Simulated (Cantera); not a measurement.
Charge: 1 mol HMDSO, 3.4 mol O₃, 0.42 mol H₂O, at 10.0 mbar.

Cantera equilibrium calculation (NASA polynomials, part measured and part estimated; ideal gas, pure solids and liquids). Candidate condensed phases: C, C₆H₆, C₇H₈, C₈H₁₈, H₂O, Si, SiC, SiO₂; 123 gas species. The feed counts by its element totals alone. The tables hold silica as quartz up to 1696 K and as liquid above; real silica turns to tridymite and cristobalite and melts near 1996 K. Kinetics and transport are ignored. All values below are at 1225 K.

Base state: H₂ 0.538, CO 0.356, H₂O 0.0724, CO₂ 0.0326 (mole fractions); condensed: SiO₂(β-quartz).

Question: What changes in the equilibrium state with this change: O₃ from 3.4 to 0.57 mol?

Answer: 
```tsv
species	before	after
H₂	0.538	0.990
CO	0.356	0.0101
CH₄	1.98e-8	0.000129
H₂O	0.0724	1.97e-6
CO₂	0.0326	1.37e-8
SiO₂(β-quartz), mol	2.00	1.52
C(graphite), mol	0	5.42
SiC(s), mol	0	0.483
```
Mutual solubility and eutectic melting of coexisting phases are not modelled.
